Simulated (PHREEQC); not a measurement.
A solution holds 0.0015 mol/kgw LiF, at 4.5 °C. Closed to the air; pH follows from the charge balance.

Equilibrium calculation in PHREEQC: ion-association model, phreeqc.dat.

This is a speciation only: nothing precipitates in the calculation.

Task: Estimate the pH.

Result: pH 7.57.

Complexes and solids missing from the database can't appear. At this temperature some constants are extrapolated from 25 °C, and those without enthalpy data are left unchanged.
